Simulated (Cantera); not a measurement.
A closed system holds: 1 mol Si₂H₆, 2.1 mol N₂O, 17 mol CO₂, at 1223.15 K and 6.30 mbar.

These are equilibrium values from Cantera (NASA tables, ideal gas, pure condensed phases), not measurements of a reactor. Candidate condensed phases: C, C₆H₆, C₇H₈, C₈H₁₈, H₂O, Si, SiC, SiO₂, Si₂N₂O, Si₃N₄; 151 gas species. The feed counts by its element totals alone. The tables hold silica as quartz up to 1696 K and as liquid above; real silica turns to tridymite and cristobalite and melts near 1996 K. Kinetics and transport are ignored.

Base state: CO₂ 0.573, CO 0.196, H₂O 0.110, N₂ 0.0950, H₂ 0.0257 (mole fractions); condensed: SiO₂(β-quartz).

Problem. What changes in the equilibrium state with this change: Si₂H₆ replaced by TEOS?

Solution. 
```
species              before   after
-------------------  ------  ------
CO                    0.196   0.439
CO₂                   0.573   0.235
H₂                   0.0257   0.151
N₂                   0.0950  0.0566
H₂O                   0.110   0.118
SiO₂(β-quartz), mol    2.00    1.00
```

Problem. What changes in the equilibrium state with this change: N₂O from 2.1 to 1.4 mol?

Solution. 
| species | before | after |
|---|---|---|
| CO₂ | 0.573 | 0.563 |
| CO | 0.196 | 0.231 |
| H₂O | 0.110 | 0.109 |
| N₂ | 0.0950 | 0.0654 |
| H₂ | 0.0257 | 0.0307 |
| SiO₂(β-quartz), mol | 2.00 | 2.00 |
